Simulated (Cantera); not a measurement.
## Dilute partial oxidation

An isothermal, constant-pressure homogeneous reactor starts with CH4 : O2 : N2 = 0.016 : 0.014 : 1 (molar parts), equivalence ratio 2.3, at 1298 K and 0.987 atm.

Model: GRI-Mech 3.0 (53 species, 325 reactions), integrated in Cantera.

```csv
t (s),x CH4,x O2,x CO,x HCO,x H2,x CH3,x CH2O
4.00e-5,0.0155,0.0136,<1e-12,<1e-12,9.34e-10,5.00e-9,1.37e-11
0.000137,0.0155,0.0136,<1e-12,<1e-12,3.61e-9,1.82e-8,1.75e-10
0.000466,0.0155,0.0136,1.18e-12,<1e-12,1.37e-8,6.76e-8,2.25e-9
0.00159,0.0155,0.0136,5.64e-11,<1e-12,6.04e-8,2.81e-7,3.25e-8
0.00543,0.0155,0.0136,4.15e-9,<1e-12,3.55e-7,1.22e-6,5.11e-7
0.0185,0.0155,0.0136,2.41e-7,1.09e-11,2.33e-6,2.60e-6,4.85e-6
0.0632,0.0155,0.0136,6.53e-6,8.05e-11,1.69e-5,4.03e-6,2.50e-5
0.216,0.0149,0.0132,0.000178,6.63e-10,0.000242,8.83e-6,9.00e-5
0.737,0.00231,0.000524,0.00964,4.67e-10,0.0104,6.89e-6,1.87e-6
2.51,0.00208,2.67e-5,0.00968,9.34e-12,0.0110,7.54e-7,5.56e-8
8.58,0.00206,1.64e-6,0.00944,4.21e-12,0.0112,3.86e-7,6.55e-9
29.3,0.00201,8.09e-10,0.00889,3.85e-12,0.0119,3.49e-7,3.35e-9
100,0.00187,<1e-12,0.00795,3.69e-12,0.0132,3.14e-7,2.97e-9
```
x: mole fraction; the columns are a selection and need not sum to one.

Equilibrium at this temperature and pressure: CH4 1.09e-9, O2 <1e-12, CO 0.0125, HCO 8.10e-12, H2 0.0219, CH3 <1e-12, CH2O 1.28e-10 (gas phase only).
